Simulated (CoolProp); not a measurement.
R11 at several states: density (kg/m³) from the reference equation and from simpler models built on Tc = 471.1 K, pc = 4.408 MPa, ω = 0.189; each cubic takes its own stable root.

Model: reference Helmholtz-energy equation of state, Jacobsen 1992, in CoolProp.

```tsv
T (K)	p (MPa)	phase	reference	van der Waals	Redlich-Kwong	Soave-Redlich-Kwong	Peng-Robinson
269.1	0.259	liquid	[?]	[?]	1435	1460	[?]
448.1	0.0592	gas	2.194	2.193	2.194	2.195	2.196
180.9	0.0149	liquid	[?]	[?]	[?]	1609	1805
```

### Question
Fill in the missing entries.

### Answer

- 269.1, reference: 1544
- 269.1, van der Waals: 17.05
- 269.1, Peng-Robinson: 1646
- 180.9, reference: 1732
- 180.9, van der Waals: 1.373
- 180.9, Redlich-Kwong: 1602

At some of these states van der Waals gives the other phase, because its saturation line lies elsewhere.
